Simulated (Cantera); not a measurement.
Charge: 1 mol SiHCl3, 0.017 mol C3H8, 22 mol H2, held at 852 °C and 6.70 mbar.

These are equilibrium values from Cantera (NASA tables, ideal gas, pure condensed phases), not measurements of a reactor. Candidate condensed phases: C, C6H6, C7H8, C8H18, Si, SiC; 109 gas species. Mutual solubility and eutectic melting of coexisting phases are not modelled. The tables' values for SiCl3 are old estimates; treat these amounts as uncertain. Equilibrium is a limit: real reactors are often held back by kinetics, nucleation or transport.

Base state: H2 0.920, HCl 0.0576, SiCl4 0.00950, SiCl2 0.00765, SiHCl3 0.00264, SiCl3 0.00243, SiH2Cl2 8.97e-5 (mole fractions); condensed: Si(s) + SiC(s).

**Question.** What changes in the equilibrium state with this change: temperature from 852 °C to 1125 °C?

**Answer.** 
```json
[
 {"species": "H2", "before": "0.920", "after": "0.898"},
 {"species": "HCl", "before": "0.0576", "after": "0.0799"},
 {"species": "SiCl2", "before": "0.00765", "after": "0.0209"},
 {"species": "H", "before": "5.21e-7", "after": "5.49e-5"},
 {"species": "SiCl4", "before": "0.00950", "after": "0.000108"},
 {"species": "Si(s), mol", "before": "0.419", "after": "0.423"},
 {"species": "SiC(s), mol", "before": "0.0510", "after": "0.0510"}
]
```

**Question.** What changes in the equilibrium state with this change: pressure from 6.70 mbar to 0.310 bar?

**Answer.** 
```csv
species,before,after
H2,0.920,0.945
HCl,0.0576,0.0254
SiCl4,0.00950,0.0158
SiHCl3,0.00264,0.0102
SiH3Cl,8.16e-7,1.71e-5
SiH2Cl2,8.97e-5,0.000809
"Si(s), mol",0.419,0.254
"SiC(s), mol",0.0510,0.0508
```

**Question.** What changes in the equilibrium state with this change: temperature from 852 °C to 1377 °C?

**Answer.** 
```
species       before    after
-----------  -------  -------
H2             0.920    0.898
HCl           0.0576   0.0770
SiCl2        0.00765   0.0235
Si             <1e-9  4.00e-5
SiCl         2.64e-9  6.07e-5
SiCl4        0.00950  2.46e-6
Cl           2.90e-8  7.07e-5
H            5.21e-7  0.00105
Si(s), mol     0.419    0.377
SiC(s), mol   0.0510   0.0510
```
The tables' values for SiCl3, SiCl are old estimates; treat these amounts as uncertain.
